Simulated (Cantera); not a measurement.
A Cantera script and what it prints.

```python
import numpy as np
import cantera as ct

gas_names = """
    NO
""".split()
cond_names = """
    V2O5(s) V2O5(L) VN(s) V2O4(I) V2O4(II) V2O4(L)
""".split()


# ... load() reads the species with a 1 bar reference pressure and builds the phases ...
species = {s.name: s for s in load("nasa_gas.yaml", gas_names) + load("nasa_condensed.yaml", cond_names)}
# Each term lists the table entries of one substance; the one whose range holds T is used.
reactions = {
    '6 V2O5 + 2 VN = 7 V2O4 + 2 NO(g)':
        [(-6, ['V2O5(s)', 'V2O5(L)']), (-2, ['VN(s)']), (7, ['V2O4(I)', 'V2O4(II)', 'V2O4(L)']), (2, ['NO'])],
}


def pick(names, T):
    return next(species[n] for n in names if species[n].thermo.min_temp <= T <= species[n].thermo.max_temp)


results = []
for label, terms in reactions.items():
    print(label)
    print("     T/K   dH/kJ  dS/(J/K)   dG/kJ   log10 K")
    for T in [1298, 1348, 1398, 1448, 1498, 1548, 1598, 1648]:
        used = [(nu, pick(names, T)) for nu, names in terms]
        dH = sum(nu * s.thermo.h(T) for nu, s in used) / 1e6
        dS = sum(nu * s.thermo.s(T) for nu, s in used) / 1e3
        dG = dH - T * dS / 1e3
        logK = -dG * 1e6 / (ct.gas_constant * T * np.log(10))
        results.append((label, T, dH, dS, dG, logK, [s.name for _, s in used]))
        print(f"{T:8g} {dH:8.1f} {dS:8.1f} {dG:8.1f} {logK:8.2f}")
```

Result:

```
6 V2O5 + 2 VN = 7 V2O4 + 2 NO(g)
     T/K   dH/kJ  dS/(J/K)   dG/kJ   log10 K
    1298   -410.7     49.5   -475.0    19.11
    1348   -411.4     49.0   -477.5    18.50
    1398   -411.8     48.7   -479.9    17.93
    1448   -411.9     48.7   -482.3    17.40
    1498   -411.6     48.8   -484.8    16.90
    1548   -411.0     49.2   -487.2    16.44
    1598   -410.2     49.8   -489.7    16.01
    1648   -409.0     50.5   -492.2    15.60
```

Standard-state values (1 bar) from the NASA 1993 polynomials, evaluated with Cantera. VN: taken at fixed stoichiometry. Condensed species are held in their standard states even where they would react or evaporate.
